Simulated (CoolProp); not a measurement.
Vapour-liquid equilibrium of R143a (1) + n-butane (2) at -2.05 °C; x and y are mole fractions of (1).

Model: multi-fluid Helmholtz-energy mixture model, Lemmon and Jacobsen 2000 and Bücker 2006; pair parameters Bell 2016, in CoolProp.

| x | bubble pressure, mixture model (kPa) | bubble pressure, Raoult's law (kPa) | y, mixture model | y, Raoult's law |
|---|---|---|---|---|
| 0.05 | 187.4 | 119.7 | 0.496 | 0.243 |
| 0.2 | 349.6 | 192.6 | 0.745 | 0.603 |
| 0.35 | 422.4 | 265.4 | 0.801 | 0.766 |
| 0.5 | 463.5 | 338.3 | 0.832 | 0.859 |
| 0.65 | 497.6 | 411.1 | 0.861 | 0.919 |
| 0.8 | 533.1 | 483.9 | 0.902 | 0.961 |
| 0.95 | 569.9 | 556.8 | 0.968 | 0.991 |

The largest gap from Raoult's law is +81.5 % in bubble pressure, at x = 0.2. No azeotrope shows between x = 0.05 and 0.95.

Pair parameters are fitted to limited data, so mixtures are less certain than the pure fluids. With so large a gap from Raoult's law the liquid may split in two, which this calculation doesn't test in full.
